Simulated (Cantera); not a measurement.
Low-pressure radical oxidation in H2/O2

An isothermal, constant-pressure homogeneous reactor starts with H2 : O2 = 0.01 : 1 (molar parts), equivalence ratio 0.0050, at 925 K and 0.0267 bar.

Detailed kinetics in Cantera: the H2/O2 subset of GRI-Mech 3.0, which has no nitrogen chemistry. Radical loss at walls, strong at low pressure, is not modelled. Below about 950 K walls govern HO2 and H2O2 in real vessels.

```
t (s)        x H2   x O2     x H2O     x HO2      x OH    x H2O2
--------  -------  -----  --------  --------  --------  --------
5.00e-6   0.00990  0.990    <1e-12    <1e-12    <1e-12    <1e-12
2.32e-5   0.00990  0.990    <1e-12    <1e-12    <1e-12    <1e-12
0.000108  0.00990  0.990    <1e-12  2.27e-12    <1e-12    <1e-12
0.000500  0.00990  0.990  4.96e-12  1.10e-11  6.96e-12    <1e-12
0.00232   0.00990  0.990  3.02e-10  6.89e-11  1.29e-10    <1e-12
0.0108    0.00988  0.990   1.28e-5   7.70e-7   4.56e-6  1.40e-10
0.0500    9.25e-5  0.990   0.00980   2.64e-6   8.81e-5   6.23e-8
0.232     5.39e-6  0.990   0.00994   4.69e-7   1.73e-5   2.23e-8
1.08      4.05e-7  0.990   0.00995   6.68e-8   4.60e-6   8.46e-9
5.00      1.82e-8  0.990   0.00995   7.95e-9   1.41e-6   1.98e-9
```
x: mole fraction; the columns are a selection and need not sum to one.

Equilibrium at this temperature and pressure: H2 <1e-12, O2 0.990, H2O 0.00995, HO2 1.04e-10, OH 2.72e-8, H2O2 1.61e-12 (gas phase only).
